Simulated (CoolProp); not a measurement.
Saturation properties of R21 (Tc = 179.6 °C, pc = 5.289 MPa, ω = 0.206).

Values from CoolProp's reference Helmholtz-energy equation of state, Platzer 1990. This equation is an older, rougher fit; its heat capacities, sound speeds and derivatives of the liquid may be far off and weren't checked against measurements.

```
T (°C)   p (MPa)  vapour density (kg/m³)  enthalpy of vaporisation (kJ/kg)
------  --------  ----------------------  --------------------------------
-61.15  0.002295                  0.1343                             271.9
-48.15  0.005704                  0.3153                             266.0
-35.05   0.01273                  0.6673                             260.5
-22.05   0.02568                   1.284                             254.8
-9.05    0.04786                   2.293                             248.7
4.05     0.08375                   3.863                             242.0
17.05     0.1378                   6.151                             234.9
30.15     0.2165                   9.403                             227.3
43.15     0.3249                   13.81                             219.3
56.15     0.4703                   19.67                             210.7
69.25     0.6613                   27.38                             201.6
82.25     0.9024                   37.23                             191.8
95.25      1.203                   49.81                             181.2
108.35     1.574                   65.99                             169.5
```

It boils at 8.9 °C under 1 atm.
